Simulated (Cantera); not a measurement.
An isothermal, constant-pressure homogeneous reactor starts with 4.71 % H2, 56.1 % O2, 39.2 % N2, equivalence ratio 0.042, at 1300 K and 10.00 Torr.

Cantera simulation using the H2/O2 subset of GRI-Mech 3.0, which has no nitrogen chemistry; the numbers are that mechanism's predictions, not measurements. Radical loss at walls, strong at low pressure, is not modelled. The temperature is held fixed by assumption; the heat of reaction is taken as removed at once.

One state of this run: x H2 = 3.85e-7; x O2 = 0.550; x H = 4.66e-8; x H2O = 0.0482; x OH = 7.65e-5. x: mole fraction; the columns are a selection and need not sum to one.

Problem. Which value of t (s) does it belong to?
A) 0.0162
B) 0.000700
C) 8.65
D) 0.374

Solution. C, 8.65
